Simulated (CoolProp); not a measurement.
Vapour-liquid equilibrium of methanol (1) + dimethyl carbonate (2) at 197.25 °C; x and y are mole fractions of (1).

Values from CoolProp's multi-fluid Helmholtz-energy mixture model, de Reuck 1993 and Zhou 2011; pair parameters Bell 2016.

```
x      bubble pressure, mixture model (MPa)  bubble pressure, Raoult's law (MPa)  y, mixture model  y, Raoult's law
-----  ------------------------------------  -----------------------------------  ----------------  ---------------
0.05                                  1.501                                1.409             0.153            0.136
0.125                                 1.795                                1.600             0.307            0.299
0.2                                   2.060                                1.790             0.415            0.427
0.275                                 2.299                                1.981             0.497            0.531
0.35                                  2.517                                2.172             0.563            0.616
0.425                                 2.718                                2.362             0.620            0.688
0.5                                   2.903                                2.553             0.670            0.749
0.575                                 3.075                                2.743             0.717            0.801
0.65                                  3.236                                2.934             0.763            0.847
0.725                                 3.386                                3.124             0.809            0.887
0.8                                   3.524                                3.315             0.856            0.923
0.875                                 3.649                                3.506             0.906            0.954
0.95                                  3.760                                3.696             0.960            0.983
```

The largest gap from Raoult's law is +16.1 % in bubble pressure, at x = 0.275. No azeotrope shows between x = 0.05 and 0.95.

Pair parameters are fitted to limited data, so mixtures are less certain than the pure fluids.
